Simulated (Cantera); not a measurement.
Cantera run:

```python
import numpy as np
import cantera as ct

gas_names = """
    CL CL2 H HCL H2 N NH NH2 NH3 N2 N2H2 N2H4 Si SiCL SiCL2 SiCL3 SiCL4 SiH SiHCL3 SiH2 SiH2CL2 SiH3
    SiH3CL SiH4 SiN Si2 Si2N Si3
""".split()
cond_names = """
    NH4CL(a) NH4CL(b) Si(cr) Si(L) Si3N4(a)
""".split()


def load(file, names, dense=False):
    # The tables refer to 1 bar. Condensed volumes are neglected.
    table = {s.name: s for s in ct.Species.list_from_file(file)}
    out = []
    for n in names:
        d = dict(table[n].input_data)
        d["thermo"] = dict(d["thermo"], **{"reference-pressure": 1e5})
        if dense:
            d["equation-of-state"] = {"model": "constant-volume", "density": "1e6 g/cm^3"}
        out.append(ct.Species.from_dict(d))
    return out


gas = ct.Solution(thermo="ideal-gas", species=load("nasa_gas.yaml", gas_names))
cond = {s.name: ct.Solution(thermo="fixed-stoichiometry", species=[s], name=s.name)
        for s in load("nasa_condensed.yaml", cond_names, dense=True)}
atoms = {
    'Si': {'Si': 1},
    'HCl': {'H': 1, 'CL': 1},
    'N2': {'N': 2},
}
top_T = {'Si3N4(a)': 2400}  # K; cautious upper limits of use, not melting points


def equilibrate(T, P, feed):
    n = {}
    for name, mol in feed.items():
        for a, k in atoms[name].items():
            n[a] = n.get(a, 0.0) + k * mol
    gas.TPX = T, P, n
    mass = sum(n.values()) * gas.mean_molecular_weight
    gas.equilibrate("TP")
    valid = [c for c in cond.values() if c.min_temp <= T <= top_T.get(c.name, c.max_temp)]
    mix = ct.Mixture([(gas, mass / gas.mean_molecular_weight)] + [(c, 0.0) for c in valid])
    mix.T, mix.P = T, P
    mix.equilibrate("TP", solver="vcs", rtol=1e-11, max_steps=5000)
    return mix


results = []
feed = {'Si': 1, 'HCl': 15, 'N2': 0.17}  # mol
P = 2100  # Pa
for T in [975, 1025, 1075, 1125, 1175, 1225, 1275, 1325, 1375, 1425, 1475, 1525, 1575]:
    mix = equilibrate(T, P, feed)
    results.append((T, P, feed, dict(zip(mix.species_names, mix.species_moles))))

top = {s: max(r[3][s] / sum(r[3][g] for g in gas_names) for r in results) for s in gas_names}
cols = sorted((s for s in top if top[s] > 1e-06), key=lambda s: -top[s])[:9]
seen = [c for c in cond_names if any(r[3].get(c, 0) > 1e-12 for r in results)]
print("log10 of partial pressures in bar; condensed amounts in mol")
print(f"{'T/K':>10s}" + "".join(f"{s[:9]:>10s}" for s in cols + seen))
for T, P, feed, n in results:
    ng = sum(n[g] for g in gas_names)
    print(f"{T:10.4g}" + "".join(f"{np.log10(max(n[s] / ng * P / 1e5, 1e-99)):10.3f}" for s in cols)
          + "".join(f"{n.get(c, 0):10.4g}" for c in seen))
```

Result:

```
log10 of partial pressures in bar; condensed amounts in mol
       T/K       HCL        H2     SiCL4     SiCL2     SiCL3        N2    SiHCL3        CL         H
       975    -1.788    -2.528    -2.830    -8.622    -6.452    -3.599    -5.813    -9.492   -10.206
      1025    -1.788    -2.529    -2.830    -7.842    -5.996    -3.599    -5.637    -8.920    -9.625
      1075    -1.788    -2.529    -2.831    -7.137    -5.584    -3.599    -5.478    -8.401    -9.098
      1125    -1.788    -2.529    -2.832    -6.498    -5.210    -3.599    -5.335    -7.927    -8.617
      1175    -1.787    -2.530    -2.835    -5.916    -4.871    -3.599    -5.206    -7.492    -8.177
      1225    -1.787    -2.532    -2.841    -5.388    -4.564    -3.599    -5.092    -7.092    -7.772
      1275    -1.786    -2.536    -2.852    -4.911    -4.288    -3.599    -4.996    -6.722    -7.400
      1325    -1.785    -2.543    -2.872    -4.486    -4.047    -3.600    -4.921    -6.376    -7.058
      1375    -1.783    -2.556    -2.907    -4.117    -3.843    -3.602    -4.875    -6.052    -6.743
      1425    -1.779    -2.576    -2.963    -3.810    -3.684    -3.604    -4.866    -5.744    -6.454
      1475    -1.775    -2.604    -3.045    -3.567    -3.572    -3.607    -4.898    -5.451    -6.189
      1525    -1.769    -2.638    -3.154    -3.381    -3.504    -3.611    -4.969    -5.172    -5.945
      1575    -1.765    -2.674    -3.287    -3.244    -3.475    -3.614    -5.072    -4.909    -5.718
```

Equilibrium computed with Cantera from the NASA thermochemical tables; the gas is ideal and each condensed phase is pure. The tables' values for SiCl3 are old estimates; treat these amounts as uncertain.
